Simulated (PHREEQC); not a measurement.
Make-up at 25 °C: 160 mmol/kgw Cu(NO3)2, 2.3 mmol/kgw H2SO4 and 130 mmol/kgw H3BO3. Closed to the air; pH follows from the charge balance.

All values are PHREEQC results (ion-association model, phreeqc.dat), not measurements.

This is a speciation only: nothing precipitates in the calculation.

Question: Order these S species by the share of S that they hold, largest first: SO4-2, HSO4-, CuSO4.

Answer: CuSO4 (58 %), SO4-2 (38 %), HSO4- (3.7 %)

The pH is 2.46 and the ionic strength 0.481 mol/kgw.
